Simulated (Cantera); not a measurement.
**Ammonia decomposition in nitride growth gas**

A perfectly stirred reactor is fed with NH3 : N2 = 1 : 2.2 (molar parts), at 38000 Pa; it is held at 2050 K, and followed from long to short residence time.

Cantera simulation using the gas-phase N/H chemistry of the illustrative SiF4/NH3 mechanism in the Surface Chemkin manual (1991); the numbers are that mechanism's predictions, not measurements. Walls and surfaces, which speed up NH3 decomposition in real reactors, are not modelled.

```tsv
τ (s)	x NH3	x N	x NH	x H2	x N2H4	x N2H2
0.48	0.0322	1.26e-6	8.43e-6	0.320	3.17e-9	1.71e-7
0.27	0.0524	1.26e-6	9.96e-6	0.297	6.19e-9	2.97e-7
0.15	0.0821	1.24e-6	1.15e-5	0.263	1.15e-8	4.97e-7
0.087	0.118	1.20e-6	1.29e-5	0.222	1.90e-8	7.56e-7
0.049	0.161	1.12e-6	1.40e-5	0.173	2.97e-8	1.09e-6
0.028	0.202	1.00e-6	1.45e-5	0.125	4.20e-8	1.44e-6
0.016	0.238	8.38e-7	1.44e-5	0.0845	5.52e-8	1.76e-6
0.0089	0.266	6.31e-7	1.37e-5	0.0524	6.92e-8	2.02e-6
0.0050	0.285	4.24e-7	1.24e-5	0.0312	8.24e-8	2.18e-6
```
x: mole fraction; the columns are a selection and need not sum to one.
